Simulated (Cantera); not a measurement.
Cantera run, input and output.

```python
import numpy as np
import cantera as ct

gas = ct.Solution("gri30.yaml")
gas.TPX = 1725, 13332, {'NO': 1, 'N2': 0.55, 'H2O': 0.03}
reactor = ct.IdealGasConstPressureReactor(gas, energy="off", clone=False)
net = ct.ReactorNet([reactor])
net.rtol, net.atol = 1e-08, 1e-18
show = ['NO', 'N2O', 'O2', 'NO2', 'O', 'N2']
times = np.geomspace(5e-05, 5, 11)

steps = ct.SolutionArray(gas, extra=["t"])
rows = []
print(f"{'t/s':>10s}{'T/K':>9s}{'P/Pa':>11s}" + "".join(f"{s:>11s}" for s in show))
for t in times:
    while net.time < t:
        t_next = net.step()
        steps.append(gas.state, t=t_next)
    rows.append([np.interp(t, steps.t, y) for y in (steps.T, steps.P, *steps(*show).X.T)])
    print(f"{t:10.3e}{rows[-1][0]:9.1f}{rows[-1][1]:11.4g}" + "".join(f"{x:11.3e}" for x in rows[-1][2:]))
rate = np.gradient(steps.T, steps.t)
print("integrator steps:", len(steps.t))
if steps.T.max() > steps.T[0] + 200:
    print(f"time of steepest temperature rise: {steps.t[rate.argmax()]:.4e} s")
gas.TPX = 1725, 13332, {'NO': 1, 'N2': 0.55, 'H2O': 0.03}
gas.equilibrate("TP")
print(f"equilibrium (TP): T = {gas.T:.1f} K  " + "  ".join(f"{s} {gas[s].X[0]:.3e}" for s in show))
```

It prints:

```
       t/s      T/K       P/Pa         NO        N2O         O2        NO2          O         N2
 5.000e-05   1725.0  1.333e+04  6.329e-01  3.061e-07  1.934e-10  1.234e-08  2.621e-07  3.481e-01
 1.581e-04   1725.0  1.333e+04  6.329e-01  9.657e-07  1.732e-09  1.045e-07  6.095e-07  3.481e-01
 5.000e-04   1725.0  1.333e+04  6.329e-01  3.031e-06  1.556e-08  7.148e-07  9.369e-07  3.481e-01
 1.581e-03   1725.0  1.333e+04  6.329e-01  9.363e-06  1.579e-07  4.206e-06  1.184e-06  3.481e-01
 5.000e-03   1725.0  1.333e+04  6.328e-01  2.743e-05  2.935e-06  2.322e-05  2.871e-06  3.481e-01
 1.581e-02   1725.0  1.333e+04  6.327e-01  6.734e-05  5.179e-05  3.934e-05  5.958e-06  3.481e-01
 5.000e-02   1725.0  1.333e+04  6.322e-01  1.100e-04  2.520e-04  4.134e-05  7.076e-06  3.483e-01
 1.581e-01   1725.0  1.333e+04  6.308e-01  1.208e-04  9.308e-04  5.807e-05  9.083e-06  3.490e-01
 5.000e-01   1725.0  1.333e+04  6.264e-01  1.223e-04  3.113e-03  8.997e-05  1.271e-05  3.512e-01
 1.581e+00   1725.0  1.333e+04  6.126e-01  1.184e-04  9.949e-03  1.469e-04  1.927e-05  3.581e-01
 5.000e+00   1725.0  1.333e+04  5.715e-01  1.026e-04  3.041e-02  2.337e-04  3.059e-05  3.787e-01
integrator steps: 811
equilibrium (TP): T = 1725.0 K  NO 3.591e-03  N2O 6.994e-08  O2 3.145e-01  NO2 4.733e-06  O 8.969e-05  N2 6.627e-01
```

Model: GRI-Mech 3.0 (53 species, 325 reactions), integrated in Cantera.
